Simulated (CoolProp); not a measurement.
Model: reference Helmholtz-energy equation of state, Lemmon 2005, in CoolProp. It is a short technical equation, of lower accuracy than the large ones.

For cis-2-butene, give the phase and the speed of sound (m/s) at 236.25 °C and 101 kPa.


- 236.25 °C and 101 kPa: gas; speed of sound 283
